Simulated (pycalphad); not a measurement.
Source of the numbers: pycalphad with the COST 507 light-alloy database (1999); pressure 1 atm. These are 1990s assessments: newer ones move some temperatures and phases. Amounts are mole fractions of atoms.

Question: Give the equilibrium state of Si-12.59V (at.%) at 977 °C.

Answer: DIAMOND_A4, fraction 0.622, with no V at.%; SI2V, fraction 0.378, with 33.3 V at.%.

Question: Give the equilibrium state of Si-12.59V (at.%) at 1427 °C.

Answer: 
```
T = 1700.00 K, P = 101325 Pa, N = 1 mol of atoms
G = -86087 J/mol, H = 56253 J/mol, S = 83.73 J/(mol K)  (SER reference)
chemical potentials (J/mol): Si -69828, V -198967
phase             fraction      x(Si)       x(V)
LIQUID              0.7011     0.9625     0.0375
SI2V                0.2989     0.6667     0.3333
```

Database names, with the compositions (at.%) that they take in these runs: SI2V: Si 67 V 33. DIAMOND_A4 is diamond (Si). An entry "none" or "no" means that the model of the phase leaves that element out.
